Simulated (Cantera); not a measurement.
Input: 1 mol Si, 4.7 mol H2O, 130 mol H2, 0.23 mol N2O, held at 10.0 mbar.

Cantera equilibrium calculation (NASA polynomials, part measured and part estimated; ideal gas, pure solids and liquids). Candidate condensed phases: H2O, Si, SiO2, Si2N2O, Si3N4; 35 gas species. The tables hold silica as quartz up to 1696 K and as liquid above; real silica turns to tridymite and cristobalite and melts near 1996 K. Equilibrium is a limit: real reactors are often held back by kinetics, nucleation or transport.

**Question.** Which condensed phases are stable at each of these points (T (K)): 1198, 1298, 1398, 1498, 1598, 1698, 1798, 1898, 1998?

**Answer.** 
```tsv
T (K)	condensed phases	Si condensed (%)
1198	SiO2(β-quartz)	100.0
1298	SiO2(β-quartz)	100.0
1398	SiO2(β-quartz)	100.0
1498	SiO2(β-quartz)	99.9
1598	SiO2(β-quartz)	98.5
1698	SiO2(condensed)	84.8
1798	SiO2(condensed)	3.7
1898	gas only	0.0
1998	gas only	0.0
```

From 1198 K to 1598 K the condensed part is SiO2(β-quartz). From 1698 K to 1798 K the condensed part is SiO2(condensed). From 1898 K to 1998 K nothing is condensed.
